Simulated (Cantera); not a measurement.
What does this Cantera script print?

```python
import numpy as np
import cantera as ct

gas = ct.Solution("gri30.yaml")
gas.TPX = 525, 21000, {'CO': 1, 'H2': 0.14, 'O2': 1.16, 'N2': 4.89}
inlet = ct.Reservoir(gas, clone=True)
gas.equilibrate("HP")  # start burning
reactor = ct.IdealGasConstPressureReactor(gas, energy="on", clone=False)
exhaust = ct.Reservoir(gas, clone=True)
tau = [0.13, 0.041, 0.013, 0.0039, 0.0012, 0.00037, 0.00012, 3.5e-05, 1.1e-05][0]
for a, b in ((inlet, reactor), (reactor, exhaust)):
    ct.MassFlowController(a, b, mdot=lambda t: reactor.mass / tau)
net = ct.ReactorNet([reactor])
show = ['CO', 'H2', 'O2', 'CO2', 'O', 'NO']

rows = []
print(f"{'tau/s':>10s}{'T/K':>9s}" + "".join(f"{s:>11s}" for s in show))
for tau in [0.13, 0.041, 0.013, 0.0039, 0.0012, 0.00037, 0.00012, 3.5e-05, 1.1e-05]:
    net.initial_time = 0.0
    net.advance(30 * tau)
    before = gas.X
    net.advance(40 * tau)
    drift = np.max(np.abs(gas.X - before) / (gas.X + 1e-9))
    rows.append([gas.T, *gas[show].X, drift])
    print(f"{tau:10.3e}{gas.T:9.1f}" + "".join(f"{x:11.3e}" for x in gas[show].X))
```

It prints:

```
     tau/s      T/K         CO         H2         O2        CO2          O         NO
 1.300e-01   1720.3  9.253e-03  3.366e-04  9.110e-02  1.407e-01  3.490e-03  6.017e-05
 4.100e-02   1645.6  1.526e-02  5.764e-04  9.253e-02  1.338e-01  6.290e-03  3.755e-05
 1.300e-02   1537.7  2.319e-02  8.763e-04  9.454e-02  1.247e-01  1.021e-02  3.100e-05
 3.900e-03   1371.0  3.769e-02  1.163e-03  1.002e-01  1.085e-01  1.355e-02  1.923e-05
 1.200e-03    525.0  1.391e-01  1.947e-02  1.613e-01  1.254e-15  2.823e-18  2.630e-20
 3.700e-04    525.0  1.391e-01  1.947e-02  1.613e-01  2.174e-18  1.110e-18  1.619e-23
 1.200e-04    525.0  1.391e-01  1.947e-02  1.613e-01  5.366e-19  4.352e-19  1.016e-24
 3.500e-05    525.0  1.391e-01  1.947e-02  1.613e-01  1.472e-19  1.377e-19  6.416e-26
 1.100e-05    525.0  1.391e-01  1.947e-02  1.613e-01  4.459e-20  4.370e-20  4.052e-27
```

Model: GRI-Mech 3.0 (53 species, 325 reactions), integrated in Cantera.
